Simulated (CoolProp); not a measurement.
200 sccm (0 °C, 1 atm) of nitrogen bubbles through liquid the fluoroketone C6F12O (FK-5-1-12) at 276.4 K and leaves saturated at a total pressure of 0.15 MPa (ideal gas phase). Each further row changes one setting.

Values from CoolProp's reference Helmholtz-energy equation of state, McLinden 2015.

```tsv
case	vapour pressure (kPa)	mole fraction of vapour	delivery (mg/min)	delivery (sccm)	change of delivery for a bath 1 K warmer (%)
as stated	14.7	[?]	307	21.8	[?]
bath temperature 281.4 K	18.9	0.126	407	28.9	5.7
total pressure 0.3 MPa	14.7	[?]	[?]	10.3	[?]
```

Task: Some entries are withheld; supply them.

Result: 
- as stated, mole fraction of vapour: 0.0983
- as stated, change of delivery for a bath 1 K warmer (%): 5.8
- total pressure 0.3 MPa, mole fraction of vapour: 0.0492
- total pressure 0.3 MPa, delivery (mg/min): 146
- total pressure 0.3 MPa, change of delivery for a bath 1 K warmer (%): 5.5
